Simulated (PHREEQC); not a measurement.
A solution holds 2 mmol/kgw HF, 0.16 mmol/kgw CsF, 0.41 mmol/kgw H2SiF6 and 0.06 mmol/kgw H3PO4, at 25 °C. Closed to the air; pH follows from the charge balance.

Model: ion-association model, wateq4f.dat, run in PHREEQC.

| quantity | before | after |
|---|---|---|
| pH | 2.86 | 3.14 |
| ionic strength (mol/kgw) | 0.00191 | 0.00333 |
| HF (mol/kgw) | 0.00181 | 0.00212 |
| F- (mol/kgw) | 0.000924 | 0.00207 |
| SiF6-2 (mol/kgw) | 0.000309 | 0.000396 |
| H4SiO4 (mol/kgw) | 0.000101 | 1.36e-5 |
| SI of Quartz (SiO2) | -0.01 | -0.89 |

Question: What was changed between the two runs?
A. diluted 5-fold with water
B. HF left out
C. HF replaced by NH4HF2 at the same molality
D. diluted 2-fold with water
E. temperature from 25 to 80 °C

Answer: C, HF replaced by NH4HF2 at the same molality

Precipitation was switched off in this run. H3PO4, which wateq4f.dat lacks, is added to it with the constant of phreeqc.dat. SiF6-2 is the database's only silicon fluoride.
